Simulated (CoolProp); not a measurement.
Values from CoolProp's reference Helmholtz-energy equation of state, Lemmon and Jacobsen 2000.

Question: Give the vapour pressure (kPa), enthalpy of vaporisation (kJ/kg), vapour Z of saturated R143a at -12.15, -5.55 °C.

Answer: 
```tsv
T (°C)	p (kPa)	enthalpy of vaporisation (kJ/kg)	vapour Z
-12.15	417	199	0.877
-5.55	519	193	0.857
```
